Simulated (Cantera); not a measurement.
Charge: 1 mol MgO, 3.8 mol HF, 23 mol H₂, equilibrated at 5.30 mbar.

Method: chemical equilibrium by Gibbs-energy minimisation in Cantera with the NASA 1993 tables (ideal gas, pure condensed phases). Candidate condensed phases: H₂O, Mg, MgF₂, MgO, Mg(OH)₂; 31 gas species. Mutual solubility and eutectic melting of coexisting phases are not modelled. Rates play no part.

**Question.** Which condensed phases are stable at each of these points (T (°C)): 725, 775, 825, 875, 925, 975, 1025, 1075, 1125, 1175, 1225, 1275?

**Answer.** 
| T (°C) | condensed phases | Mg condensed (%) |
|---|---|---|
| 725 | MgF₂(s) | 100.0 |
| 775 | MgF₂(s) | 100.0 |
| 825 | MgF₂(s) | 100.0 |
| 875 | MgF₂(s) | 100.0 |
| 925 | MgF₂(s) + MgO(s) | 100.0 |
| 975 | MgF₂(s) + MgO(s) | 99.9 |
| 1025 | MgF₂(s) + MgO(s) | 99.7 |
| 1075 | MgF₂(s) + MgO(s) | 99.0 |
| 1125 | MgF₂(s) + MgO(s) | 96.8 |
| 1175 | MgO(s) | 91.9 |
| 1225 | MgO(s) | 89.9 |
| 1275 | MgO(s) | 87.6 |

From 725 °C to 875 °C the condensed part is MgF₂(s). From 925 °C to 1125 °C the condensed part is MgF₂(s) + MgO(s). From 1175 °C to 1275 °C the condensed part is MgO(s).
